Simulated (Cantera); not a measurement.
An isothermal, constant-pressure homogeneous reactor starts with NO : N₂ = 1 : 1.3 (molar parts), at 1773 K and 0.0700 bar. Integrator tolerance rtol = 1e-08.

Computed with Cantera and GRI-Mech 3.0 (53 species, 325 reactions).

Question: What does this change do: temperature 1773 to 1600 K?

Answer: 
| quantity | before | after |
|---|---|---|
| x(NO) at 20.0 s | 0.334 (gas-phase equilibrium 0.00383) | 0.418 (gas-phase equilibrium 0.00197) |
| x(O) at 20.0 s | 8.59e-5 (gas-phase equilibrium 0.000166) | 6.34e-6 (gas-phase equilibrium 2.57e-5) |
| x(N₂) at 20.0 s | 0.616 (gas-phase equilibrium 0.781) | 0.573 (gas-phase equilibrium 0.782) |
| x(NO₂) at 20.0 s | 0.000114 (gas-phase equilibrium 2.72e-6) | 9.43e-5 (gas-phase equilibrium 2.12e-6) |
| x(N₂O) at 20.0 s | 3.95e-5 (gas-phase equilibrium 5.82e-8) | 5.95e-5 (gas-phase equilibrium 3.09e-8) |
